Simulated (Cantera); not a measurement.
An isothermal, constant-pressure homogeneous reactor starts with CH4 : N2 = 1 : 23 (molar parts), at 1800 K and 10.00 Torr. Integrator tolerance rtol = 1e-08.

Computed with Cantera and GRI-Mech 3.0 (53 species, 325 reactions). GRI-Mech 3.0 stops at C3 and has no aromatics, soot or wall deposition, so with more carbon than oxygen in the feed, carbon stays in small species such as C2H2 where larger ones or solid carbon would form. Radical loss at walls, strong at low pressure, is not modelled.

```
quantity                                              before                                      after
-----------------  -----------------------------------------  -----------------------------------------
x(CH4) at 30.0 s     4.46e-7 (gas-phase equilibrium 6.40e-7)     0.0417 (gas-phase equilibrium 0.00604)
x(C2H4) at 30.0 s    3.68e-7 (gas-phase equilibrium 6.03e-8)  2.84e-10 (gas-phase equilibrium 0.000427)
x(CH2) at 30.0 s     1.65e-9 (gas-phase equilibrium 2.37e-9)      <1e-12 (gas-phase equilibrium <1e-12)
x(C2H6) at 30.0 s      <1e-12 (gas-phase equilibrium <1e-12)    3.44e-9 (gas-phase equilibrium 2.34e-7)
x(C2H2) at 30.0 s     0.0199 (gas-phase equilibrium 0.00327)     <1e-12 (gas-phase equilibrium 0.00590)
x(H) at 30.0 s     0.000762 (gas-phase equilibrium 0.000763)     <1e-12 (gas-phase equilibrium 2.89e-8)
x(C2H) at 30.0 s     2.23e-6 (gas-phase equilibrium 3.66e-7)      <1e-12 (gas-phase equilibrium <1e-12)
```

**Question.** What was changed between the two runs?
A. CH4 1 to 3.6 parts
B. CH4 1 to 5.7 parts
C. temperature 1800 to 1075 K
D. pressure from 10.00 Torr to 5.03 Torr

**Answer.** C, temperature 1800 to 1075 K
